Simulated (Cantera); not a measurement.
A perfectly stirred reactor is fed with CO : O2 : H2O : N2 = 0.0013 : 0.016 : 0.001 : 1 (molar parts), at 1.00 atm; it is held at 1475 K, and followed from long to short residence time.

Detailed kinetics in Cantera: GRI-Mech 3.0 (53 species, 325 reactions).

What does this change do: temperature 1475 to 875 K?


```
quantity                  before     after
----------------------  --------  --------
x(CO) at τ = 0.340 s     5.21e-5   0.00128
x(O2) at τ = 0.340 s      0.0151    0.0157
x(H2O) at τ = 0.340 s   0.000970  0.000982
x(NO) at τ = 0.340 s     1.22e-6    <1e-12
x(H2O2) at τ = 0.340 s   1.11e-9    <1e-12
x(CO) at τ = 29.0 ms    0.000258   0.00128
x(O2) at τ = 29.0 ms      0.0152    0.0157
x(H2O) at τ = 29.0 ms   0.000954  0.000982
x(NO) at τ = 29.0 ms     5.67e-7    <1e-12
x(H2O2) at τ = 29.0 ms   3.73e-9    <1e-12
```

What does this change do: temperature 1475 to 1523 K?


| quantity | before | after |
|---|---|---|
| x(CO) at τ = 0.340 s | 5.21e-5 | 4.45e-5 |
| x(O2) at τ = 0.340 s | 0.0151 | 0.0151 |
| x(H2O) at τ = 0.340 s | 0.000970 | 0.000967 |
| x(NO) at τ = 0.340 s | 1.22e-6 | 1.64e-6 |
| x(H2O2) at τ = 0.340 s | 1.11e-9 | 9.04e-10 |
| x(CO) at τ = 29.0 ms | 0.000258 | 0.000225 |
| x(O2) at τ = 29.0 ms | 0.0152 | 0.0151 |
| x(H2O) at τ = 29.0 ms | 0.000954 | 0.000949 |
| x(NO) at τ = 29.0 ms | 5.67e-7 | 8.65e-7 |
| x(H2O2) at τ = 29.0 ms | 3.73e-9 | 3.03e-9 |
